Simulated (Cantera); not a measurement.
**CH₃Cl + HF (fluorocarbon and chlorocarbon gases)**

Input: 1 mol CH₃Cl, 0.052 mol HF, held at 3.80e-5 bar.

Cantera equilibrium calculation (NASA polynomials, part measured and part estimated; ideal gas, pure solids and liquids). Candidate condensed phases: C, C₆H₆, C₇H₈, C₈H₁₈; 118 gas species. The numbers say what is thermodynamically allowed, not how fast it happens.

```tsv
T (K)	log p H	log p H₂	log p HCl	log p Cl	log p C₃	log p HF	log p C	n C(graphite)
1700	-6.20	-4.74	-4.75	-6.32	-14.35	-6.02	-13.82	1.000
1850	-5.65	-4.76	-4.80	-5.80	-12.30	-6.04	-12.03	0.999
2000	-5.20	-4.83	-4.91	-5.42	-10.56	-6.08	-10.52	0.999
2150	-4.87	-4.99	-5.16	-5.17	-9.07	-6.15	-9.21	0.997
2300	-4.67	-5.32	-5.57	-5.07	-7.78	-6.24	-8.08	0.990
2450	-4.59	-5.79	-6.09	-5.04	-6.65	-6.30	-7.08	0.913
2600	-4.60	-6.36	-6.68	-5.07	-5.65	-6.41	-6.20	0.107
```
log p: log10 of the partial pressure in bar; n: condensed amount in mol.

From 1700 K to 2600 K the condensed part is C(graphite). The main C-bearing gas is C₂H₂ (acetylene) at 1700 K and C₃ at 2600 K. The share of C in condensed phases is highest at 1700 K (100.0 %) and lowest at 2600 K (10.7 %).
